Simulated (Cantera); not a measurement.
A perfectly stirred reactor is fed with H2 : O2 = 0.23 : 1 (molar parts), at 20.0 Torr; it is held at 1273 K, and followed from long to short residence time.

Cantera simulation using the H2/O2 subset of GRI-Mech 3.0, which has no nitrogen chemistry; the numbers are that mechanism's predictions, not measurements. Radical loss at walls, strong at low pressure, is not modelled. The temperature is held fixed by assumption; the heat of reaction is taken as removed at once.

### Question
Predict: x(H2) at τ = 23.0 s; x(O2) at τ = 23.0 s; x(H2O) at τ = 23.0 s; x(OH) at τ = 23.0 s; x(H) at τ = 23.0 s; x(H2) at τ = 0.140 s; x(O2) at τ = 0.140 s; x(H2O) at τ = 0.140 s; x(OH) at τ = 0.140 s; x(H) at τ = 0.140 s.

### Answer
```
Property                  Value
---------------------  --------
x(H2) at τ = 23.0 s     4.23e-5
x(O2) at τ = 23.0 s       0.793
x(H2O) at τ = 23.0 s      0.206
x(OH) at τ = 23.0 s    0.000665
x(H) at τ = 23.0 s      6.73e-6
x(H2) at τ = 0.140 s    0.00114
x(O2) at τ = 0.140 s      0.787
x(H2O) at τ = 0.140 s     0.202
x(OH) at τ = 0.140 s    0.00365
x(H) at τ = 0.140 s     0.00111
```
